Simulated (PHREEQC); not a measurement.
Consider water at 25 °C with 15 mmol/kgw Cu(NO3)2, 0.097 mmol/kgw HCl and 0.2 mmol/kgw Na2SO4. Closed to the air; pH follows from the charge balance.

All values are PHREEQC results (ion-association model, phreeqc.dat), not measurements.

This is a speciation only: nothing precipitates in the calculation.

Task: Order these S species by the share of S that they hold, largest first: HSO4-, SO4-2, CuSO4.

Result: SO4-2 (58 %), CuSO4 (41 %), HSO4- (0.28 %)

The pH is 4.07 and the ionic strength 0.0454 mol/kgw.
